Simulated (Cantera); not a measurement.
An isothermal plug-flow reactor at 925 K and 1050 Torr (inlet), inlet velocity 0.089 m/s, active area per volume 220 1/m; feed CH4 : O2 : N2 = 0.0023 : 0.019 : 1.9 (molar parts), equivalence ratio 0.24.

Cantera simulation using Deutschmann's 1995 Pt surface mechanism with GRI-Mech 3.0 gas chemistry; the numbers are that mechanism's predictions, not measurements. Catalytic surfaces can have several steady states; this one follows from the mechanism file's or the stated starting coverage. Mass transfer to the wall is taken as infinitely fast.

One state of this run: x CH4 = 0.00111; x O2 = 0.00972; x H2O = 0.000171; x CO2 = 8.49e-5; x CO = 4.81e-7; θ free Pt = 0.215; θ O* = 0.784; θ OH* = 0.000393. x: gas mole fraction; θ: surface coverage.

Question: Which value of z (m) does it belong to?
A. 0.00037
B. 0.00079
C. 0.0079
D. 0.0017

Answer: A, 0.00037
